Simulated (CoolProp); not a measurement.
Computed with CoolProp (reference Helmholtz-energy equation of state, Bücker 2006).

**Question.** Give the vapour pressure (kPa), vapour density (kg/m³), enthalpy of vaporisation (kJ/kg), liquid cp (kJ/(kg K)) of saturated n-butane at 312.5, 323.4, 356.2 K.

**Answer.** 
```json
[
 {"T (K)": "312.5", "p (kPa)": "372", "vapour density (kg/m³)": "9.25", "enthalpy of vaporisation (kJ/kg)": "346", "liquid cp (kJ/(kg K))": "2.53"},
 {"T (K)": "323.4", "p (kPa)": "499", "vapour density (kg/m³)": "12.3", "enthalpy of vaporisation (kJ/kg)": "334", "liquid cp (kJ/(kg K))": "2.60"},
 {"T (K)": "356.2", "p (kPa)": "1080", "vapour density (kg/m³)": "26.9", "enthalpy of vaporisation (kJ/kg)": "288", "liquid cp (kJ/(kg K))": "2.88"}
]
```
